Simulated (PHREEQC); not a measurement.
0.51 g of hydrous ferric oxide (600 m²/g; 0.2 weak and 0.005 strong sites per Fe, Dzombak-Morel constants, diffuse double layer) in 1 kg of water with 0.01 mol/kgw of an inert sodium salt and 0.14 mmol/kgw H3BO3 and 0.058 mmol/kgw CuSO4, at 25 °C; the pH is set by adding NaOH or the inert anion's acid. Oxygen is held at 0.21 atm. No CO2 enters from the air. Nothing may precipitate in this run.

The numbers come from PHREEQC with the ion-association model, wateq4f.dat.

```csv
pH,B sorbed (%),S sorbed (%),Cu sorbed (%),surface charge σ (C/m²),surface potential ψ (mV)
4,0.2,100.0,5.2,0.197,179
4.67,0.2,99.9,34.7,0.130,158
5.33,0.3,99.2,80.9,0.080,134
6,0.3,93.0,98.3,0.045,106
6.67,0.3,58.2,99.9,0.025,77
7.33,0.3,12.1,99.9,0.012,47
8,0.3,0.9,99.9,0.003,11
8.67,0.3,0.0,99.9,-0.006,-26
9.33,0.1,0.0,99.9,-0.018,-61
10,0.0,0.0,99.9,-0.037,-95
10.67,0.0,0.0,99.9,-0.069,-125
11.33,0.0,0.0,99.7,-0.123,-150
12,0.0,0.0,98.6,-0.213,-164
```

Complexes and solids missing from the database can't appear. The database's constant for dissolved Cu(OH)2 is higher than later reviews accept.
